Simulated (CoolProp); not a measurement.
The fluoroketone C6F12O (FK-5-1-12) along the isobar 753 kPa: fugacity coefficient from the reference equation and from simpler models built on Tc = 441.8 K, pc = 1869 kPa, ω = 0.471; each cubic takes its own stable root.

Computed with CoolProp (reference Helmholtz-energy equation of state, McLinden 2015).

```csv
T (K),phase,reference,van der Waals,Peng-Robinson
257,liquid,0.007002,0.1822,0.007512
265.3,liquid,0.01137,0.2160,0.01200
273.7,liquid,0.01785,0.2537,0.01859
282,liquid,0.02694,0.2945,0.02775
290.4,liquid,0.03955,0.3391,0.04041
298.7,liquid,0.05619,0.3865,0.05704
307.1,liquid,0.07808,0.4378,0.07886
315.4,liquid,0.1055,0.4914,0.1062
323.7,liquid,0.1396,0.5480,0.1401
332.1,liquid,0.1816,0.6078,0.1819
```
